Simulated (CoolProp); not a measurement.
Model: reference Helmholtz-energy equation of state, Thol 2021, in CoolProp.

Q: For chlorine, give the phase and the density (kg/m³), cv (kJ/(kg K)), speed of sound (m/s), Joule-Thomson coefficient (K/MPa) at 329.6 K and 2570 kPa; 355.9 K and 2570 kPa; 364.7 K and 2570 kPa.

A: 
- 329.6 K and 2570 kPa: liquid; density 1290, cv 0.484, speed of sound 688, Joule-Thomson coefficient -0.0518
- 355.9 K and 2570 kPa: gas; density 79.2, cv 0.462, speed of sound 203, Joule-Thomson coefficient 20.5
- 364.7 K and 2570 kPa: gas; density 75.1, cv 0.454, speed of sound 209, Joule-Thomson coefficient 19.0
